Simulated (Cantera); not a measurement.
Charge: 1 mol Ti, 0.039 mol H₂O, 56 mol CO, held at 1198 K and 1.00 bar.

These are equilibrium values from Cantera (NASA tables, ideal gas, pure condensed phases), not measurements of a reactor. Candidate condensed phases: C, C₆H₆, C₇H₈, C₈H₁₈, H₂O, Ti, TiC, TiO, TiO₂, Ti₂O₃, Ti₃O₅, Ti₄O₇; 113 gas species. Equilibrium is a limit: real reactors are often held back by kinetics, nucleation or transport.

Base state: CO 0.981, CO₂ 0.0187, H₂ 0.000716, H₂O 1.86e-5 (mole fractions); condensed: C(graphite) + TiO₂(rutile).

Q: What changes in the equilibrium state with this change: temperature from 1198 K to 1798 K?

A: 
```
species              before     after
-----------------  --------  --------
CO                    0.981     0.999
H₂                 0.000716  0.000698
CO₂                  0.0187  0.000257
H₂O                 1.86e-5   6.83e-7
C(graphite), mol       2.95         0
TiO₂(rutile), mol      1.00         0
TiC(s), mol               0     0.590
Ti₂O₃(s), mol             0     0.205
```
Mutual solubility and eutectic melting of coexisting phases are not modelled. TiC: taken at fixed stoichiometry.
